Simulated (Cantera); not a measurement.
Cantera run:

```python
import numpy as np
import cantera as ct

gas_names = """
    H HNO HNO2 HNO3 HO2 H2 H2O H2O2 N NH NH2 NH3 NH2OH NO NO2 NO3 N2 N2H2 N2H4 N2O O OH O2 O3 Pb PbO Pb2
""".split()
cond_names = """
    H2O(s) H2O(L) Pb(cr) Pb(L) PbO(rd) PbO(yw) PbO(L) PbO2(s) Pb3O4(s)
""".split()


# ... load() reads the species with a 1 bar reference pressure and builds the phases ...
atoms = {
    'PbO': {'Pb': 1, 'O': 1},
    'H2': {'H': 2},
    'N2': {'N': 2},
}
top_T = {'Pb3O4(s)': 820}  # K; cautious upper limits of use, not melting points


# ... equilibrate(T, P, feed) seeds the gas with the atoms and calls Mixture.equilibrate('TP', solver="vcs", rtol=1e-11, max_steps=5000) ...
results = []
feed = {'PbO': 1, 'H2': 1.1, 'N2': 2.1}  # mol
P = 1000  # Pa
for T in [823, 873, 923, 973, 1023, 1073, 1123, 1173, 1223, 1273, 1323, 1373, 1423, 1473]:
    mix = equilibrate(T, P, feed)
    results.append((T, P, feed, dict(zip(mix.species_names, mix.species_moles))))
    x = sorted(zip(gas.X, gas.species_names), reverse=True)
    print(f"T = {T:g} K  P = {P:g} Pa  gas = {mix.phase_moles(0):.4g} mol")
    print("   x: " + "  ".join(f"{s} {v:.3e}" for v, s in x if v > 0.0001))
    print("   condensed (mol): " + ("  ".join(f"{mix.phase(i).name} {mix.phase_moles(i):.4g}"
          for i in range(1, mix.n_phases) if mix.phase_moles(i) > 1e-12) or "none"))
```

Result:

```
T = 823 K  P = 1000 Pa  gas = 3.2 mol
   x: N2 6.562e-01  H2O 3.125e-01  H2 3.125e-02
   condensed (mol): Pb(L) 1
T = 873 K  P = 1000 Pa  gas = 3.2 mol
   x: N2 6.562e-01  H2O 3.125e-01  H2 3.125e-02
   condensed (mol): Pb(L) 0.9998
T = 923 K  P = 1000 Pa  gas = 3.201 mol
   x: N2 6.561e-01  H2O 3.124e-01  H2 3.124e-02  Pb 2.536e-04
   condensed (mol): Pb(L) 0.9992
T = 973 K  P = 1000 Pa  gas = 3.203 mol
   x: N2 6.557e-01  H2O 3.122e-01  H2 3.122e-02  Pb 8.748e-04
   condensed (mol): Pb(L) 0.9972
T = 1023 K  P = 1000 Pa  gas = 3.209 mol
   x: N2 6.545e-01  H2O 3.117e-01  H2 3.117e-02  Pb 2.666e-03
   condensed (mol): Pb(L) 0.9914
T = 1073 K  P = 1000 Pa  gas = 3.224 mol
   x: N2 6.515e-01  H2O 3.102e-01  H2 3.102e-02  Pb 7.308e-03
   condensed (mol): Pb(L) 0.9764
T = 1123 K  P = 1000 Pa  gas = 3.26 mol
   x: N2 6.443e-01  H2O 3.068e-01  H2 3.068e-02  Pb 1.827e-02
   condensed (mol): Pb(L) 0.9404
T = 1173 K  P = 1000 Pa  gas = 3.341 mol
   x: N2 6.286e-01  H2O 2.993e-01  Pb 4.218e-02  H2 2.994e-02
   condensed (mol): Pb(L) 0.8591
T = 1223 K  P = 1000 Pa  gas = 3.52 mol
   x: N2 5.967e-01  H2O 2.841e-01  Pb 9.075e-02  H2 2.845e-02
   condensed (mol): Pb(L) 0.6804
T = 1273 K  P = 1000 Pa  gas = 3.92 mol
   x: N2 5.357e-01  H2O 2.550e-01  Pb 1.836e-01  H2 2.563e-02  PbO 1.196e-04
   condensed (mol): Pb(L) 0.2797
T = 1323 K  P = 1000 Pa  gas = 4.2 mol
   x: N2 5.000e-01  H2O 2.379e-01  Pb 2.378e-01  H2 2.405e-02  PbO 2.391e-04
   condensed (mol): none
T = 1373 K  P = 1000 Pa  gas = 4.2 mol
   x: N2 5.000e-01  H2O 2.377e-01  Pb 2.377e-01  H2 2.417e-02  PbO 3.577e-04
   condensed (mol): none
T = 1423 K  P = 1000 Pa  gas = 4.2 mol
   x: N2 5.000e-01  H2O 2.376e-01  Pb 2.376e-01  H2 2.432e-02  PbO 5.189e-04
   condensed (mol): none
T = 1473 K  P = 1000 Pa  gas = 4.2 mol
   x: N2 5.000e-01  H2O 2.374e-01  Pb 2.373e-01  H2 2.453e-02  PbO 7.321e-04
   condensed (mol): none
```

Method: chemical equilibrium by Gibbs-energy minimisation in Cantera with the NASA 1993 tables (ideal gas, pure condensed phases).
